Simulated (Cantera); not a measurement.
Mixture: C₃H₈ : O₂ : N₂ = 1 : 8.2 : 30.8 (molar parts), equivalence ratio 0.61, at 500000 Pa, adiabatic and at constant volume. Ignition delay is the time to a rise of 400 K.

Computed with Cantera and GRI-Mech 3.0 (53 species, 325 reactions). GRI-Mech 3.0 was tuned for natural gas; its chemistry of propane as a main component is partial and can be far from experiment.

What does this change do: 0.67 parts H2 added?


```
quantity                                                before       after
--------------------------------------------------  ----------  ----------
delay at 1125 K                                        10.3 ms     2.94 ms
delay at 1275 K                                       0.604 ms    0.361 ms
delay at 1425 K                                        63.2 µs     49.4 µs
delay at 1575 K                                        13.0 µs     11.3 µs
delay at 1725 K                                        4.57 µs     4.13 µs
apparent activation energy between 1650 and 1800 K  140 kJ/mol  140 kJ/mol
```
